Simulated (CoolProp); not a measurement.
The fluid at 293.15 K and 2.69 MPa flows at 6.6 m/s in a round tube of 1 mm bore and 0.25 µm roughness, fully developed (64/Re and Nu = 3.66 if laminar; Colebrook and Gnielinski if turbulent). The same conditions are run with several fluids, on thermodynamics alone (safety and materials aside).

The numbers come from the reference Helmholtz-energy equation of state of each fluid (oxygen: Schmidt 1985; dry air: Lemmon 2000; C2F6 (R116): Lemmon 2006; carbon dioxide: Span 1996; methane: Setzmann 1991) in CoolProp. Blends and air are pseudo-pure fits.

| fluid | Reynolds number | Darcy friction factor | pressure drop (Pa/m) | heat-transfer coefficient (W/(m² K)) | mass flow (kg/h) |
|---|---|---|---|---|---|
| oxygen | 11400 | 0.0303 | [?] | 920 | 0.671 |
| dry air | 11400 | [?] | 21200 | 905 | 0.601 |
| C2F6 (R116) | 99800 | [?] | 113000 | [?] | 5.04 |
| carbon dioxide | 25200 | [?] | 31600 | 1360 | 1.08 |
| methane | [?] | 0.0307 | [?] | 1170 | [?] |

Task: Some entries are withheld; supply them.

Result: 
- oxygen, pressure drop (Pa/m): 23700
- dry air, Darcy friction factor: 0.0302
- C2F6 (R116), Darcy friction factor: 0.0192
- C2F6 (R116), heat-transfer coefficient (W/(m² K)): 5870
- carbon dioxide, Darcy friction factor: 0.0251
- methane, Reynolds number: 10700
- methane, pressure drop (Pa/m): 12400
- methane, mass flow (kg/h): 0.347

Transport values come from each fluid's own correlations; those of C2F6 (R116) are estimates that may be off by 10 % or more.
